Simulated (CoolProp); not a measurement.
Values from CoolProp's reference Helmholtz-energy equation of state, Gao 2022.

Q: Give the vapour pressure (kPa), liquid density (kg/m³), enthalpy of vaporisation (kJ/kg), liquid cp (kJ/(kg K)) of saturated n-perfluorohexane at 256.6 K.

A: 
```
T (K)  p (kPa)  liquid density (kg/m³)  enthalpy of vaporisation (kJ/kg)  liquid cp (kJ/(kg K))
-----  -------  ----------------------  --------------------------------  ---------------------
256.6     3.24                    1790                               103                  0.982
```
